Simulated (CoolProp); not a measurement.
Vapour-liquid equilibrium of diethyl ether (1) + acetone (2) at 321.5 K; x and y are mole fractions of (1).

The numbers come from the multi-fluid Helmholtz-energy mixture model, Thol 2014 and Lemmon 2006; pair parameters Bell 2016 in CoolProp.

### Question
Give the bubble pressure and the first vapour's composition at x = 0.275, 0.725, 0.8. Is there an azeotrope?

### Answer
x = 0.275: 1.178 bar, y = 0.505; x = 0.725: 1.546 bar, y = 0.809; x = 0.8: 1.578 bar, y = 0.850. No azeotrope shows between x = 0.05 and 0.95.

Pair parameters are fitted to limited data, so mixtures are less certain than the pure fluids.
